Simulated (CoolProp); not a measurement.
Vapour-liquid equilibrium of carbon dioxide (1) + CH3F (R41) (2) at -25.75 °C; x and y are mole fractions of (1).

Computed with CoolProp (multi-fluid Helmholtz-energy mixture model, Span 1996 and Lemmon 2006; pair parameters Bell 2016).

```json
[
 {"x": "0.05", "bubble pressure, mixture model (bar)": "9.788", "bubble pressure, Raoult's law (bar)": "9.807", "y, mixture model": "0.076", "y, Raoult's law": "0.084"},
 {"x": "0.125", "bubble pressure, mixture model (bar)": "10.27", "bubble pressure, Raoult's law (bar)": "10.33", "y, mixture model": "0.180", "y, Raoult's law": "0.199"},
 {"x": "0.2", "bubble pressure, mixture model (bar)": "10.74", "bubble pressure, Raoult's law (bar)": "10.85", "y, mixture model": "0.276", "y, Raoult's law": "0.303"},
 {"x": "0.275", "bubble pressure, mixture model (bar)": "11.21", "bubble pressure, Raoult's law (bar)": "11.37", "y, mixture model": "0.366", "y, Raoult's law": "0.397"},
 {"x": "0.35", "bubble pressure, mixture model (bar)": "11.68", "bubble pressure, Raoult's law (bar)": "11.90", "y, mixture model": "0.449", "y, Raoult's law": "0.483"},
 {"x": "0.425", "bubble pressure, mixture model (bar)": "12.16", "bubble pressure, Raoult's law (bar)": "12.42", "y, mixture model": "0.528", "y, Raoult's law": "0.562"},
 {"x": "0.5", "bubble pressure, mixture model (bar)": "12.65", "bubble pressure, Raoult's law (bar)": "12.94", "y, mixture model": "0.603", "y, Raoult's law": "0.635"},
 {"x": "0.575", "bubble pressure, mixture model (bar)": "13.16", "bubble pressure, Raoult's law (bar)": "13.46", "y, mixture model": "0.674", "y, Raoult's law": "0.701"},
 {"x": "0.65", "bubble pressure, mixture model (bar)": "13.69", "bubble pressure, Raoult's law (bar)": "13.99", "y, mixture model": "0.742", "y, Raoult's law": "0.763"},
 {"x": "0.725", "bubble pressure, mixture model (bar)": "14.23", "bubble pressure, Raoult's law (bar)": "14.51", "y, mixture model": "0.805", "y, Raoult's law": "0.821"},
 {"x": "0.8", "bubble pressure, mixture model (bar)": "14.80", "bubble pressure, Raoult's law (bar)": "15.03", "y, mixture model": "0.864", "y, Raoult's law": "0.874"},
 {"x": "0.875", "bubble pressure, mixture model (bar)": "15.39", "bubble pressure, Raoult's law (bar)": "15.55", "y, mixture model": "0.919", "y, Raoult's law": "0.924"},
 {"x": "0.95", "bubble pressure, mixture model (bar)": "16.01", "bubble pressure, Raoult's law (bar)": "16.08", "y, mixture model": "0.969", "y, Raoult's law": "0.971"}
]
```

The largest gap from Raoult's law is -2.2 % in bubble pressure, at x = 0.575. No azeotrope shows between x = 0.05 and 0.95.

Pair parameters are fitted to limited data, so mixtures are less certain than the pure fluids.
